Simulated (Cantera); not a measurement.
A closed system holds: 1 mol AlN, 35 mol Cl2, 2.5 mol H2O, equilibrated at 1000 °C and 0.0410 bar.

Equilibrium computed with Cantera from the NASA thermochemical tables; the gas is ideal and each condensed phase is pure. Candidate condensed phases: Al, AlCl3, AlN, Al2O3, H2O, NH4Cl; 45 gas species. Equilibrium is a limit: real reactors are often held back by kinetics, nucleation or transport.

Base state: Cl2 0.804, HCl 0.127, Cl 0.0430, O2 0.0131, N2 0.0127, AlCl3 0.000518, ClO 3.43e-5, H2O 3.40e-5 (mole fractions); condensed: Al2O3(s).

Problem. What changes in the equilibrium state with this change: temperature from 1000 °C to 1277 °C?

Solution. 
```
species          before     after
-------------  --------  --------
Cl2               0.804     0.549
Cl               0.0430     0.296
HCl               0.127     0.110
AlCl3          0.000518    0.0128
O2               0.0131    0.0205
N2               0.0127    0.0110
ClO             3.43e-5  0.000198
NO              1.05e-5   5.72e-5
H2O             3.40e-5   1.71e-5
Al2O3(s), mol     0.490     0.210
```

Problem. What changes in the equilibrium state with this change: temperature from 1000 °C to 1677 °C?

Solution. 
| species | before | after |
|---|---|---|
| Cl | 0.0430 | 0.808 |
| HCl | 0.127 | 0.0768 |
| Cl2 | 0.804 | 0.0727 |
| AlCl3 | 0.000518 | 0.0153 |
| N2 | 0.0127 | 0.00759 |
| O2 | 0.0131 | 0.0187 |
| AlOCl | <1e-9 | 4.08e-5 |
| AlCl2 | <1e-9 | 3.55e-5 |
| O | 6.09e-8 | 0.000305 |
| OH | 1.56e-7 | 2.94e-5 |
| Al2O3(s), mol | 0.490 | 0 |
The tables' values for AlCl2 are old estimates; treat these amounts as uncertain.
